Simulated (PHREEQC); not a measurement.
PHREEQC input (Pitzer model, pitzer.dat):

```
SOLUTION 1
  temp 20
  units mol/kgw
  pH 7 charge
  S(6) 0.9
  K 0.7
  Mg 0.55
END
USE solution 1
INCREMENTAL_REACTIONS false
REACTION 1
  H2O -1
  0 9.886 18.011 24.689 30.178 34.689 38.397 41.444
  43.949 46.007 47.699 49.089 50.232 51.172 moles
EQUILIBRIUM_PHASES 1
  Arcanite 0 0
  Brucite 0 0
  Epsomite 0 0
  Hexahydrite 0 0
  Kieserite 0 0
  Leonite 0 0
  Misenite 0 0
  Schoenite 0 0
SELECTED_OUTPUT 1
  -reset false
  -pH true
  -pe true
  -ionic_strength true
  -water true
  -activities H2O
  -totals K Mg S
  -molalities H+ K+ Mg+2 SO4-2 OH- HSO4- MgOH+
  -equilibrium_phases Arcanite Brucite Epsomite Hexahydrite Kieserite Leonite Misenite Schoenite
PRINT
  -reset false
END
```

Selected output (columns that matter, 14 of 14 rows; water left (kg) added in front):

```
water left (kg)	pH	mu	K	Mg	S	m_H+	m_K+	m_Mg+2	m_SO4-2	m_OH-	la_H2O	Arcanite	Epsomite	Schoenite
1	6.8195	3.25	0.7	0.55	0.9	2.7224e-07	0.7	0.55	0.9	1.4061e-07	-0.0095078	0	0	0
0.821894	6.7769	3.9543	0.85169	0.66919	1.095	2.7595e-07	0.85169	0.66919	1.095	1.3782e-07	-0.011459	0	0	0
0.675514	6.7271	4.8111	1.0362	0.8142	1.3323	2.689e-07	1.0362	0.81419	1.3323	1.3388e-07	-0.013917	0	0	0
0.555203	6.6692	5.8537	1.2608	0.99063	1.621	2.4626e-07	1.2608	0.99063	1.621	1.2899e-07	-0.017095	0	0	0
0.456313	6.5882	6.8516	1.3536	1.2053	1.8821	2.3431e-07	1.3536	1.2053	1.8821	1.2365e-07	-0.019988	0.041174	0	0
0.375043	6.4867	7.912	1.364	1.4665	2.1485	2.28e-07	1.364	1.4665	2.1485	1.1773e-07	-0.023251	0.094216	0	0
0.300544	6.4388	8.4223	1.3665	1.5931	2.2764	2.2303e-07	1.3665	1.5931	2.2764	1.1498e-07	-0.025027	0.073461	0	0.071191
0.234229	6.4388	8.4223	1.3665	1.5931	2.2764	2.2303e-07	1.3665	1.5931	2.2764	1.1498e-07	-0.025027	0.013122	0	0.17684
0.182988	6.38	8.8334	1.2747	1.7303	2.3677	2.3489e-07	1.2747	1.7303	2.3677	1.1208e-07	-0.026381	0	0	0.23337
0.141972	6.2791	9.5883	1.1295	1.9735	2.5383	2.5271e-07	1.1295	1.9735	2.5383	1.0703e-07	-0.029337	0	0	0.26982
0.108399	6.1392	10.712	0.95198	2.321	2.797	2.7141e-07	0.95198	2.321	2.797	9.9788e-08	-0.034835	0	0	0.2984
0.0810074	5.9369	12.456	0.73736	2.8376	3.2063	2.8435e-07	0.73736	2.8376	3.2063	8.88e-08	-0.045996	0	0	0.32013
0.0499028	5.9122	12.677	0.71429	2.9014	3.2586	2.8468e-07	0.71429	2.9014	3.2586	8.7434e-08	-0.04764	0	0.073034	0.33218
0.0234638	5.9122	12.677	0.71429	2.9014	3.2586	2.8468e-07	0.71429	2.9014	3.2586	8.7434e-08	-0.04764	0	0.1403	0.34162
```

Complexes and solids missing from the database can't appear.
